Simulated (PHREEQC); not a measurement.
Dissolve 0.11 mol CdCl2, 0.031 mol CuCl2 and 0.12 mol H2SO4 per kg of water at 25 °C. Closed to the air; pH follows from the charge balance.

The numbers come from PHREEQC with the ion-association model, wateq4f.dat.

```csv
quantity,before,after
pH,0.92,1.17
Cl- (mol/kgw),0.167,0.164
Cu+2 (mol/kgw),0.0224,0.0231
CuCl+ (mol/kgw),0.00274,0.00297
SI of Tenorite (CuO),-8.00,-7.44
SI of Cu(OH)2 (Cu(OH)2),-9.02,-8.47
```

Which change was made?
(A) H2SO4 from 0.12 to 0.06 mol/kgw
(B) H2SO4 left out
(C) CuCl2 from 0.031 to 0.0279 mol/kgw
(D) CdCl2 replaced by AlCl3 at the same molality
(E) 0.007 mol/kgw Na2SO4 added

A, H2SO4 from 0.12 to 0.06 mol/kgw

No solid was allowed to form.
